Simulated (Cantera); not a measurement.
Input (Python, Cantera) and output of one run.

```python
import numpy as np
import cantera as ct

gas_names = """
    H HNO HNO2 HNO3 HO2 H2 H2O H2O2 N NH NH2 NH3 NH2OH NO NO2 NO3 N2 N2H2 N2H4 N2O O OH O2 O3 Si SiH
    SiH2 SiH3 SiH4 SiN SiO SiO2 Si2 Si2N Si3
""".split()
cond_names = """
    H2O(s) H2O(L) Si(cr) Si(L) SiO2(Lqz) SiO2(hqz) SiO2(L) Si2N2O(s) Si3N4(a)
""".split()


# ... load() reads the species with a 1 bar reference pressure and builds the phases ...
atoms = {
    'Si': {'Si': 1},
    'H2O': {'H': 2, 'O': 1},
    'N2': {'N': 2},
}
top_T = {'Si2N2O(s)': 2100, 'Si3N4(a)': 2400}  # K; cautious upper limits of use, not melting points


# ... equilibrate(T, P, feed) seeds the gas with the atoms and calls Mixture.equilibrate('TP', solver="vcs", rtol=1e-11, max_steps=5000) ...
results = []
P = 1.5  # Pa
for T in [1000, 1100, 1200, 1300, 1400, 1500, 1600, 1700, 1800, 1900, 2000, 2100, 2200]:
    for m in [5.6, 7.1, 9, 11, 14, 18, 23, 29, 37, 47, 59, 75, 95]:
        feed = {'Si': 1, 'H2O': 0.0016, 'N2': m}  # mol
        mix = equilibrate(T, P, feed)
        results.append((T, P, feed, dict(zip(mix.species_names, mix.species_moles))))

for T, P, feed, n in results:
    print(f"{T:7g} {feed['N2']:10.4g}  " + (" + ".join(c for c in cond_names if n.get(c, 0) > 1e-12) or "gas only"))
```

It prints:

```
   1000        5.6  Si2N2O(s) + Si3N4(a)
   1000        7.1  Si2N2O(s) + Si3N4(a)
   1000          9  Si2N2O(s) + Si3N4(a)
   1000         11  Si2N2O(s) + Si3N4(a)
   1000         14  Si2N2O(s) + Si3N4(a)
   1000         18  Si2N2O(s) + Si3N4(a)
   1000         23  Si2N2O(s) + Si3N4(a)
   1000         29  Si2N2O(s) + Si3N4(a)
   1000         37  Si2N2O(s) + Si3N4(a)
   1000         47  Si2N2O(s) + Si3N4(a)
   1000         59  Si2N2O(s) + Si3N4(a)
   1000         75  Si2N2O(s) + Si3N4(a)
   1000         95  Si2N2O(s) + Si3N4(a)
   1100        5.6  Si2N2O(s) + Si3N4(a)
   1100        7.1  Si2N2O(s) + Si3N4(a)
   1100          9  Si2N2O(s) + Si3N4(a)
   1100         11  Si2N2O(s) + Si3N4(a)
   1100         14  Si2N2O(s) + Si3N4(a)
   1100         18  Si2N2O(s) + Si3N4(a)
   1100         23  Si2N2O(s) + Si3N4(a)
   1100         29  Si2N2O(s) + Si3N4(a)
   1100         37  Si2N2O(s) + Si3N4(a)
   1100         47  Si2N2O(s) + Si3N4(a)
   1100         59  Si2N2O(s) + Si3N4(a)
   1100         75  Si2N2O(s) + Si3N4(a)
   1100         95  Si2N2O(s) + Si3N4(a)
   1200        5.6  Si2N2O(s) + Si3N4(a)
   1200        7.1  Si2N2O(s) + Si3N4(a)
   1200          9  Si2N2O(s) + Si3N4(a)
   1200         11  Si2N2O(s) + Si3N4(a)
   1200         14  Si2N2O(s) + Si3N4(a)
   1200         18  Si2N2O(s) + Si3N4(a)
   1200         23  Si2N2O(s) + Si3N4(a)
   1200         29  Si2N2O(s) + Si3N4(a)
   1200         37  Si2N2O(s) + Si3N4(a)
   1200         47  Si2N2O(s) + Si3N4(a)
   1200         59  Si2N2O(s) + Si3N4(a)
   1200         75  Si2N2O(s) + Si3N4(a)
   1200         95  Si2N2O(s) + Si3N4(a)
   1300        5.6  Si2N2O(s) + Si3N4(a)
   1300        7.1  Si2N2O(s) + Si3N4(a)
   1300          9  Si2N2O(s) + Si3N4(a)
   1300         11  Si2N2O(s) + Si3N4(a)
   1300         14  Si2N2O(s) + Si3N4(a)
   1300         18  Si2N2O(s) + Si3N4(a)
   1300         23  Si2N2O(s) + Si3N4(a)
   1300         29  Si3N4(a)
   1300         37  Si3N4(a)
   1300         47  Si3N4(a)
   1300         59  Si3N4(a)
   1300         75  Si3N4(a)
   1300         95  Si3N4(a)
   1400        5.6  Si3N4(a)
   1400        7.1  Si3N4(a)
   1400          9  Si3N4(a)
   1400         11  Si3N4(a)
   1400         14  Si3N4(a)
   1400         18  Si3N4(a)
   1400         23  Si3N4(a)
   1400         29  Si3N4(a)
   1400         37  Si3N4(a)
   1400         47  Si3N4(a)
   1400         59  Si3N4(a)
   1400         75  Si3N4(a)
   1400         95  Si3N4(a)
   1500        5.6  Si(cr)
   1500        7.1  Si(cr)
   1500          9  Si(cr)
   1500         11  Si(cr)
   1500         14  Si(cr)
   1500         18  Si(cr)
   1500         23  Si(cr)
   1500         29  Si(cr)
   1500         37  Si(cr)
   1500         47  Si(cr)
   1500         59  Si(cr)
   1500         75  Si(cr)
   1500         95  Si(cr)
   1600        5.6  Si(cr)
   1600        7.1  Si(cr)
   1600          9  Si(cr)
   1600         11  Si(cr)
   1600         14  Si(cr)
   1600         18  Si(cr)
   1600         23  Si(cr)
   1600         29  Si(cr)
   1600         37  Si(cr)
   1600         47  Si(cr)
   1600         59  Si(cr)
   1600         75  Si(cr)
   1600         95  Si(cr)
   1700        5.6  Si(L)
   1700        7.1  Si(L)
   1700          9  Si(L)
   1700         11  Si(L)
   1700         14  Si(L)
   1700         18  Si(L)
   1700         23  gas only
   1700         29  gas only
   1700         37  gas only
   1700         47  gas only
   1700         59  gas only
   1700         75  gas only
   1700         95  gas only
   1800        5.6  gas only
   1800        7.1  gas only
   1800          9  gas only
   1800         11  gas only
   1800         14  gas only
   1800         18  gas only
   1800         23  gas only
   1800         29  gas only
   1800         37  gas only
   1800         47  gas only
   1800         59  gas only
   1800         75  gas only
   1800         95  gas only
   1900        5.6  gas only
   1900        7.1  gas only
   1900          9  gas only
   1900         11  gas only
   1900         14  gas only
   1900         18  gas only
   1900         23  gas only
   1900         29  gas only
   1900         37  gas only
   1900         47  gas only
   1900         59  gas only
   1900         75  gas only
   1900         95  gas only
   2000        5.6  gas only
   2000        7.1  gas only
   2000          9  gas only
   2000         11  gas only
   2000         14  gas only
   2000         18  gas only
   2000         23  gas only
   2000         29  gas only
   2000         37  gas only
   2000         47  gas only
   2000         59  gas only
   2000         75  gas only
   2000         95  gas only
   2100        5.6  gas only
   2100        7.1  gas only
   2100          9  gas only
   2100         11  gas only
   2100         14  gas only
   2100         18  gas only
   2100         23  gas only
   2100         29  gas only
   2100         37  gas only
   2100         47  gas only
   2100         59  gas only
   2100         75  gas only
   2100         95  gas only
   2200        5.6  gas only
   2200        7.1  gas only
   2200          9  gas only
   2200         11  gas only
   2200         14  gas only
   2200         18  gas only
   2200         23  gas only
   2200         29  gas only
   2200         37  gas only
   2200         47  gas only
   2200         59  gas only
   2200         75  gas only
   2200         95  gas only
```

Method: chemical equilibrium by Gibbs-energy minimisation in Cantera with the NASA 1993 tables (ideal gas, pure condensed phases). N2 is the only nitrogen source here; it is nearly inert below about 1500 K, so the nitride shown seldom forms there in practice. Mutual solubility and eutectic melting of coexisting phases are not modelled.
